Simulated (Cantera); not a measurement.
A freely propagating, adiabatic, planar premixed flame of C₃H₈ : O₂ : N₂ = 1 : 3.57 : 16.4 (molar parts), equivalence ratio 1.4, unburnt at 675 K and 100000 Pa; mixture-averaged transport, grid criteria slope 0.08 and curve 0.16, no radiation.

Model: GRI-Mech 3.0 (53 species, 325 reactions), integrated in Cantera. GRI-Mech 3.0 was tuned for natural gas; its chemistry of propane as a main component is partial and can be far from experiment. Burning velocities carry a grid error of a few per cent, more on coarse grids.

Q: Predict: laminar burning velocity; thermal thickness; peak x(CH₄); peak x(HCN); peak x(C₂H₂).

A: 
| Item | Value |
|---|---|
| laminar burning velocity | 112 cm/s |
| thermal thickness | 0.343 mm |
| peak x(CH₄) | 0.00455 |
| peak x(HCN) | 3.50e-5 |
| peak x(C₂H₂) | 0.00444 |
